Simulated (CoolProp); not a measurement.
The fluid at 298.15 K and 0.00463 MPa flows at 0.23 m/s in a round tube of 50 mm bore and 0.25 µm roughness, fully developed (64/Re and Nu = 3.66 if laminar; Colebrook and Gnielinski if turbulent). The same conditions are run with several fluids, on thermodynamics alone (safety and materials aside).

Computed with CoolProp (reference Helmholtz-energy equation of state of each fluid (benzene: Thol 2012; R245fa: Akasaka 2015; n-butane: Bücker 2006; n-pentane: Thol 2019; oxygen: Schmidt 1985)).

Task: Rank benzene, R245fa, n-butane, n-pentane, oxygen by Reynolds number, highest first.

Result: R245fa (244), n-pentane (229), benzene (222), n-butane (168), oxygen (33.5)

| fluid | Darcy friction factor | pressure drop (Pa/m) | heat-transfer coefficient (W/(m² K)) | mass flow (kg/h) |
|---|---|---|---|---|
| benzene | 0.288 | 0.0223 | 0.772 | 0.238 |
| R245fa | 0.262 | 0.0348 | 1.15 | 0.408 |
| n-butane | 0.380 | 0.0219 | 1.21 | 0.177 |
| n-pentane | 0.279 | 0.0199 | 1.06 | 0.220 |
| oxygen | 1.91 | 0.0604 | 1.92 | 0.0972 |

Transport values come from each fluid's own correlations; those of R245fa, n-pentane are estimates that may be off by 10 % or more.
